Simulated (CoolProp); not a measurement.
Values from CoolProp's reference Helmholtz-energy equation of state, Span 2000.

Task: For nitrogen, give the phase and the cp (kJ/(kg K)), speed of sound (m/s), viscosity (µPa s) at 245.2 K and 0.283 MPa; 245.2 K and 1.41 MPa.

Result: 
- 245.2 K and 0.283 MPa: gas; cp 1.05, speed of sound 319, viscosity 15.3
- 245.2 K and 1.41 MPa: gas; cp 1.08, speed of sound 320, viscosity 15.5

Viscosity comes from a separate model (Lemmon 2004).
